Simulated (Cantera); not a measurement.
A closed system holds: 1 mol CCl₄, 5.4 mol H₂, held at 2352 °C and 3.90 mbar.

Equilibrium computed with Cantera from the NASA thermochemical tables; the gas is ideal and each condensed phase is pure. Candidate condensed phases: C, C₆H₆, C₇H₈, C₈H₁₈; 91 gas species. Kinetics and transport are ignored.

Base state: H 0.343, H₂ 0.255, HCl 0.204, Cl 0.192, C₂H₂ (acetylene) 0.00456, C₃ 0.000810, C₂H 0.000566, C 0.000219 (mole fractions); condensed: C(graphite).

Problem. What changes in the equilibrium state with this change: pressure from 3.90 mbar to 22.0 mbar?

Solution. 
```json
[
 {"species": "H₂", "before": "0.255", "after": "0.359"},
 {"species": "HCl", "before": "0.204", "after": "0.347"},
 {"species": "H", "before": "0.343", "after": "0.171"},
 {"species": "Cl", "before": "0.192", "after": "0.116"},
 {"species": "C₃", "before": "0.000810", "after": "0.000144"},
 {"species": "C₂", "before": "7.64e-5", "after": "1.35e-5"},
 {"species": "C", "before": "0.000219", "after": "3.88e-5"},
 {"species": "Cl₂", "before": "6.80e-6", "after": "1.40e-5"},
 {"species": "C(graphite), mol", "before": "0.865", "after": "0.877"}
]
```

Problem. What changes in the equilibrium state with this change: temperature from 2352 °C to 2377 °C?

Solution. 
```json
[
 {"species": "H", "before": "0.343", "after": "0.367"},
 {"species": "H₂", "before": "0.255", "after": "0.239"},
 {"species": "Cl", "before": "0.192", "after": "0.200"},
 {"species": "HCl", "before": "0.204", "after": "0.187"},
 {"species": "C₂", "before": "7.64e-5", "after": "0.000109"},
 {"species": "C₃", "before": "0.000810", "after": "0.00115"},
 {"species": "C(graphite), mol", "before": "0.865", "after": "0.844"}
]
```

Problem. What changes in the equilibrium state with this change: H₂ from 5.4 to 0.25 mol?

Solution. 
```tsv
species	before	after
Cl	0.192	0.880
HCl	0.204	0.0851
H	0.343	0.0312
H₂	0.255	0.00211
C₄H₂	3.37e-5	2.79e-7
C₂H₂ (acetylene)	0.00456	3.77e-5
Cl₂	6.80e-6	0.000143
C₂H	0.000566	5.15e-5
C₂HCl	5.05e-5	2.11e-5
C(graphite), mol	0.865	0.987
```
